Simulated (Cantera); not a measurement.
An isothermal, constant-pressure homogeneous reactor starts with C₃H₈ : H₂ = 1 : 2.3 (molar parts), at 1023 K and 0.0938 atm.

Model: GRI-Mech 3.0 (53 species, 325 reactions), integrated in Cantera. GRI-Mech 3.0 was tuned for natural gas; its chemistry of propane as a main component is partial and can be far from experiment. GRI-Mech 3.0 stops at C3 and has no aromatics, soot or wall deposition, so with more carbon than oxygen in the feed, carbon stays in small species such as C2H2 where larger ones or solid carbon would form.

Q: Predict: x(C₃H₈) at 2.00 s; x(H₂) at 2.00 s; x(C₂H₄) at 2.00 s; x(C₂H₂) at 2.00 s.

A: 
```
Item                                                 Value
-----------------  ---------------------------------------
x(C₃H₈) at 2.00 s   0.0348 (gas-phase equilibrium 3.10e-6)
x(H₂) at 2.00 s        0.552 (gas-phase equilibrium 0.165)
x(C₂H₄) at 2.00 s     0.199 (gas-phase equilibrium 0.0293)
x(C₂H₂) at 2.00 s  0.00102 (gas-phase equilibrium 0.00606)
```
